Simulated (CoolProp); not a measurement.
Vapour-liquid equilibrium of nitrogen (1) + carbon monoxide (2) at -157.15 °C; x and y are mole fractions of (1).

Values from CoolProp's multi-fluid Helmholtz-energy mixture model, Span 2000 and Lemmon 2006; pair parameters Gernert 2013.

Question: Give the bubble pressure and the first vapour's composition at x = 0.35, 0.85, 0.95. Is there an azeotrope?

Answer: x = 0.35: 1.716 MPa, y = 0.397; x = 0.85: 1.978 MPa, y = 0.867; x = 0.95: 2.022 MPa, y = 0.955. No azeotrope shows between x = 0.05 and 0.95.

The pair parameters rest on a limited set of measurements; away from them the model extrapolates.
